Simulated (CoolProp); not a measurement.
Hydrogen chloride at 293.15 K and 3.28 MPa is throttled through a valve to 1.31 MPa with no heat exchange. Each further row changes one setting.

Computed with CoolProp (reference Helmholtz-energy equation of state, Thol 2018).

```csv
case,temperature change (K),final density (kg/m³)
as stated,…,25.9
outlet pressure 0.393 MPa,…,7.72
outlet pressure 1.7 MPa,…,33.6
```

**Question.** Complete the blanks.

**Answer.** 
- as stated, temperature change (K): -35.0
- outlet pressure 0.393 MPa, temperature change (K): -57.6
- outlet pressure 1.7 MPa, temperature change (K): -27.0
